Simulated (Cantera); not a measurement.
Gas mixture: 64.7 % H2O, 35.3 % CO, at 0.109 atm, frozen composition.

Cantera's kinetic-theory transport with the Lennard-Jones parameters of GRI-Mech 3.0, ideal gas; thermal conductivity in the mixture-averaged form. Polar gases are described roughly by these parameters.

D: mixture-averaged diffusion coefficient of that species in the mixture.

```
T (K)  ρ (kg/m³)  cp (J/kg/K)  μ (µPa s)  λ (mW/m/K)     Pr  D (cm²/s) C2H2  D (cm²/s) NO  D (cm²/s) CH3
-----  ---------  -----------  ---------  ----------  -----  --------------  ------------  -------------
400       0.0713         1511       16.8        35.0  0.726            2.70          3.40              …
650       0.0438         1613       26.2        59.1  0.717            6.62          8.13              …
900       0.0317         1735       34.9        85.3  0.711            11.8          14.3              …
1150      0.0248         1855       43.0         112  0.710            18.1          21.7              …
1400      0.0204         1960       50.5         139  0.710            25.3          30.3              …
1650      0.0173         2049       57.6         166  0.711            33.4          39.9              …
1900      0.0150         2123       64.3         191  0.713            42.4          50.5              …
2150      0.0133         2183       70.6         216  0.713            52.2          62.1              …
2400      0.0119         2232       76.6         239  0.714            62.8          74.6              …
```

Problem. Fill in the missing entries.

Solution. 
- 400, D (cm²/s) CH3: 3.64
- 650, D (cm²/s) CH3: 8.79
- 900, D (cm²/s) CH3: 15.5
- 1150, D (cm²/s) CH3: 23.7
- 1400, D (cm²/s) CH3: 33.0
- 1650, D (cm²/s) CH3: 43.6
- 1900, D (cm²/s) CH3: 55.2
- 2150, D (cm²/s) CH3: 67.8
- 2400, D (cm²/s) CH3: 81.5
